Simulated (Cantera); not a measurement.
Stirred combustor or abatement burner

A perfectly stirred reactor is fed with 4.57 % CH4, 2.79 % C2H6, 19.5 % O2, 73.2 % N2, equivalence ratio 0.97, at 760 Torr; it is adiabatic with a 300 K inlet, and is followed from long to short residence time, starting on the burning branch (τ in s: 0.1, 0.045, 0.021, 0.0094, 0.0043, 0.002, 0.00089, 0.00041, 0.00018, 8.4e-05, 3.8e-05, 1.7e-05).

Cantera simulation using GRI-Mech 3.0 (53 species, 325 reactions); the numbers are that mechanism's predictions, not measurements.

| τ (s) | T (K) | x CH4 | x C2H6 | x O2 | x C2H4 | x CH2CO | x CO | x HCN |
|---|---|---|---|---|---|---|---|---|
| 0.10 | 2209 | 1.96e-6 | 1.28e-7 | 0.0100 | 3.18e-7 | 7.94e-8 | 0.00890 | 2.82e-7 |
| 0.045 | 2193 | 3.60e-6 | 2.77e-7 | 0.0110 | 6.59e-7 | 1.77e-7 | 0.0103 | 3.57e-7 |
| 0.021 | 2168 | 6.17e-6 | 5.68e-7 | 0.0124 | 1.25e-6 | 3.71e-7 | 0.0123 | 4.18e-7 |
| 0.0094 | 2133 | 1.08e-5 | 1.18e-6 | 0.0142 | 2.24e-6 | 7.74e-7 | 0.0150 | 4.80e-7 |
| 0.0043 | 2090 | 1.87e-5 | 2.36e-6 | 0.0163 | 3.62e-6 | 1.48e-6 | 0.0181 | 5.57e-7 |
| 0.0020 | 2041 | 3.33e-5 | 4.57e-6 | 0.0185 | 5.42e-6 | 2.64e-6 | 0.0212 | 6.67e-7 |
| 0.00089 | 1982 | 6.45e-5 | 9.28e-6 | 0.0212 | 8.07e-6 | 4.66e-6 | 0.0248 | 8.44e-7 |
| 0.00041 | 1922 | 0.000130 | 1.90e-5 | 0.0243 | 1.23e-5 | 8.02e-6 | 0.0287 | 1.12e-6 |
| 0.00018 | 1850 | 0.000312 | 4.50e-5 | 0.0289 | 2.27e-5 | 1.56e-5 | 0.0347 | 1.68e-6 |
| 8.4e-5 | 1742 | 0.00114 | 0.000157 | 0.0401 | 8.09e-5 | 4.58e-5 | 0.0474 | 3.22e-6 |
| 3.8e-5 | 300 | 0.0457 | 0.0279 | 0.195 | <1e-12 | <1e-12 | <1e-12 | <1e-12 |
| 1.7e-5 | 300 | 0.0457 | 0.0279 | 0.195 | <1e-12 | <1e-12 | <1e-12 | <1e-12 |
x: mole fraction; the columns are a selection and need not sum to one.
